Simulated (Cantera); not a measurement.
A perfectly stirred reactor is fed with C2H6 : H2 = 1 : 74 (molar parts), at 20.0 Torr; it is held at 2000 K, and followed from long to short residence time.

Computed with Cantera and GRI-Mech 3.0 (53 species, 325 reactions). GRI-Mech 3.0 stops at C3 and has no aromatics, soot or wall deposition, so with more carbon than oxygen in the feed, carbon stays in small species such as C2H2 where larger ones or solid carbon would form. Radical loss at walls, strong at low pressure, is not modelled.

Predict: x(C2H6) at τ = 8.00 s; x(H2) at τ = 8.00 s; x(C2H2) at τ = 8.00 s; x(CH4) at τ = 8.00 s; x(C2H) at τ = 8.00 s; x(C2H6) at τ = 18.0 ms; x(H2) at τ = 18.0 ms; x(C2H2) at τ = 18.0 ms; x(CH4) at τ = 18.0 ms; x(C2H) at τ = 18.0 ms.


* **x(C2H6) at τ = 8.00 s**: 2.46e-8
* **x(H2) at τ = 8.00 s**: 0.977
* **x(C2H2) at τ = 8.00 s**: 0.0127
* **x(CH4) at τ = 8.00 s**: 0.000452
* **x(C2H) at τ = 8.00 s**: 2.32e-6
* **x(C2H6) at τ = 18.0 ms**: 1.28e-5
* **x(H2) at τ = 18.0 ms**: 0.974
* **x(C2H2) at τ = 18.0 ms**: 0.00743
* **x(CH4) at τ = 18.0 ms**: 0.00974
* **x(C2H) at τ = 18.0 ms**: 1.01e-6
